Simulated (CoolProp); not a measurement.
Oxygen at several states: density (kg/m³) from the reference equation and from simpler models built on Tc = -118.6 °C, pc = 5.046 MPa, ω = 0.022; each cubic takes its own stable root.

The numbers come from the reference Helmholtz-energy equation of state, Schmidt 1985 in CoolProp. Above 300 K oxygen's equation is extrapolated.

```json
[
 {"T (°C)": "388.75", "p (MPa)": "3.16", "phase": "gas", "reference": "18.22", "van der Waals": "18.30", "Redlich-Kwong": "18.27"},
 {"T (°C)": "-187.15", "p (MPa)": "5.07", "phase": "liquid", "reference": "1172", "van der Waals": "810.8", "Redlich-Kwong": "1189"},
 {"T (°C)": "642.75", "p (MPa)": "0.0296", "phase": "gas", "reference": "0.1244", "van der Waals": "0.1244", "Redlich-Kwong": "0.1244"},
 {"T (°C)": "258.85", "p (MPa)": "16.7", "phase": "supercritical", "reference": "115.7", "van der Waals": "118.7", "Redlich-Kwong": "117.3"}
]
```
